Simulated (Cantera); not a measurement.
What does this Cantera script print?

```python
import numpy as np
import cantera as ct

gas_names = """
    H HO2 H2 H2O H2O2 H2S H2SO4 O OH O2 O3 S SH SO SO2 SO3 S2 S2O S8
""".split()
cond_names = """
    H2O(s) H2O(L) H2SO4(L) S(cr1) S(cr2) S(L)
""".split()


def load(file, names, dense=False):
    # The tables refer to 1 bar. Condensed volumes are neglected.
    table = {s.name: s for s in ct.Species.list_from_file(file)}
    out = []
    for n in names:
        d = dict(table[n].input_data)
        d["thermo"] = dict(d["thermo"], **{"reference-pressure": 1e5})
        if dense:
            d["equation-of-state"] = {"model": "constant-volume", "density": "1e6 g/cm^3"}
        out.append(ct.Species.from_dict(d))
    return out


gas = ct.Solution(thermo="ideal-gas", species=load("nasa_gas.yaml", gas_names))
cond = {s.name: ct.Solution(thermo="fixed-stoichiometry", species=[s], name=s.name)
        for s in load("nasa_condensed.yaml", cond_names, dense=True)}
atoms = {
    'S': {'S': 1},
    'H2': {'H': 2},
    'O2': {'O': 2},
    'SO2': {'S': 1, 'O': 2},
}
top_T = {}  # K; cautious upper limits of use, not melting points


def equilibrate(T, P, feed):
    n = {}
    for name, mol in feed.items():
        for a, k in atoms[name].items():
            n[a] = n.get(a, 0.0) + k * mol
    gas.TPX = T, P, n
    mass = sum(n.values()) * gas.mean_molecular_weight
    gas.equilibrate("TP")
    valid = [c for c in cond.values() if c.min_temp <= T <= top_T.get(c.name, c.max_temp)]
    mix = ct.Mixture([(gas, mass / gas.mean_molecular_weight)] + [(c, 0.0) for c in valid])
    mix.T, mix.P = T, P
    mix.equilibrate("TP", solver="vcs", rtol=1e-11, max_steps=5000)
    return mix


results = []
feed = {'S': 1, 'H2': 7.8, 'O2': 0.12, 'SO2': 0.15}  # mol
P = 1300  # Pa
for T in [2698, 2798, 2898, 2998, 3098, 3198, 3298]:
    mix = equilibrate(T, P, feed)
    results.append((T, P, feed, dict(zip(mix.species_names, mix.species_moles))))

top = {s: max(r[3][s] / sum(r[3][g] for g in gas_names) for r in results) for s in gas_names}
cols = sorted((s for s in top if top[s] > 0.001), key=lambda s: -top[s])[:8]
seen = [c for c in cond_names if any(r[3].get(c, 0) > 1e-12 for r in results)]
print("log10 of partial pressures in bar; condensed amounts in mol")
print(f"{'T/K':>10s}" + "".join(f"{s[:9]:>10s}" for s in cols + seen))
for T, P, feed, n in results:
    ng = sum(n[g] for g in gas_names)
    print(f"{T:10.4g}" + "".join(f"{np.log10(max(n[s] / ng * P / 1e5, 1e-99)):10.3f}" for s in cols)
          + "".join(f"{n.get(c, 0):10.4g}" for c in seen))
```

Result:

```
log10 of partial pressures in bar; condensed amounts in mol
       T/K         H        H2         S       H2O         O        SO        SH        OH
      2698    -2.338    -2.178    -3.065    -3.443    -4.551    -3.743    -3.780    -4.195
      2798    -2.225    -2.269    -3.048    -3.562    -4.226    -3.771    -3.909    -4.069
      2898    -2.135    -2.386    -3.045    -3.731    -3.952    -3.839    -4.059    -3.995
      2998    -2.068    -2.527    -3.048    -3.968    -3.741    -3.952    -4.220    -3.988
      3098    -2.020    -2.690    -3.051    -4.273    -3.598    -4.114    -4.388    -4.050
      3198    -1.988    -2.869    -3.054    -4.632    -3.510    -4.311    -4.557    -4.168
      3298    -1.967    -3.055    -3.057    -5.021    -3.460    -4.529    -4.726    -4.321
```

Cantera equilibrium calculation (NASA polynomials, part measured and part estimated; ideal gas, pure solids and liquids).
